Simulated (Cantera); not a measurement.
A Cantera script and its output.

```python
import numpy as np
import cantera as ct

gas = ct.Solution("gri30.yaml")
gas.TPX = 1175, 130000, {'CO': 1, 'H2': 0.53, 'O2': 1.47, 'N2': 5.53}
reactor = ct.IdealGasConstPressureReactor(gas, energy="on", clone=False)
net = ct.ReactorNet([reactor])
net.rtol, net.atol = 1e-08, 1e-16
show = ['CO', 'H2', 'O2', 'CO2', 'NO', 'N2O']
times = np.geomspace(3e-06, 7, 11)

steps = ct.SolutionArray(gas, extra=["t"])
rows = []
print(f"{'t/s':>10s}{'T/K':>9s}{'P/Pa':>11s}" + "".join(f"{s:>11s}" for s in show))
for t in times:
    while net.time < t:
        t_next = net.step()
        steps.append(gas.state, t=t_next)
    rows.append([np.interp(t, steps.t, y) for y in (steps.T, steps.P, *steps(*show).X.T)])
    print(f"{t:10.3e}{rows[-1][0]:9.1f}{rows[-1][1]:11.4g}" + "".join(f"{x:11.3e}" for x in rows[-1][2:]))
rate = np.gradient(steps.T, steps.t)
print("integrator steps:", len(steps.t))
if steps.T.max() > steps.T[0] + 200:
    print(f"time of steepest temperature rise: {steps.t[rate.argmax()]:.4e} s")
gas.TPX = 1175, 130000, {'CO': 1, 'H2': 0.53, 'O2': 1.47, 'N2': 5.53}
gas.equilibrate("HP")
print(f"equilibrium (HP): T = {gas.T:.1f} K  " + "  ".join(f"{s} {gas[s].X[0]:.3e}" for s in show))
```

It prints:

```
       t/s      T/K       P/Pa         CO         H2         O2        CO2         NO        N2O
 3.000e-06   1175.0    1.3e+05  1.172e-01  6.213e-02  1.723e-01  3.077e-09  5.602e-20  1.760e-15
 1.300e-05   1175.0    1.3e+05  1.172e-01  6.213e-02  1.723e-01  4.578e-08  9.579e-18  8.219e-14
 5.633e-05   1229.4    1.3e+05  1.144e-01  4.580e-02  1.624e-01  3.269e-03  5.514e-08  7.134e-09
 2.441e-04   2221.9    1.3e+05  2.291e-02  2.256e-03  9.513e-02  1.031e-01  8.764e-05  5.348e-07
 1.058e-03   2403.9    1.3e+05  8.585e-03  7.639e-04  9.158e-02  1.192e-01  4.491e-04  6.503e-07
 4.583e-03   2409.4    1.3e+05  7.869e-03  7.031e-04  9.078e-02  1.200e-01  1.743e-03  6.427e-07
 1.986e-02   2402.8    1.3e+05  7.678e-03  6.885e-04  8.866e-02  1.202e-01  6.002e-03  6.516e-07
 8.604e-02   2394.9    1.3e+05  7.454e-03  6.712e-04  8.612e-02  1.204e-01  1.109e-02  6.815e-07
 3.728e-01   2394.3    1.3e+05  7.437e-03  6.699e-04  8.593e-02  1.205e-01  1.147e-02  6.845e-07
 1.615e+00   2394.3    1.3e+05  7.437e-03  6.699e-04  8.593e-02  1.205e-01  1.147e-02  6.845e-07
 7.000e+00   2394.3    1.3e+05  7.437e-03  6.699e-04  8.593e-02  1.205e-01  1.147e-02  6.845e-07
integrator steps: 1354
time of steepest temperature rise: 6.3104e-05 s
equilibrium (HP): T = 2394.3 K  CO 7.437e-03  H2 6.699e-04  O2 8.593e-02  CO2 1.205e-01  NO 1.147e-02  N2O 6.845e-07
```

Computed with Cantera and GRI-Mech 3.0 (53 species, 325 reactions).
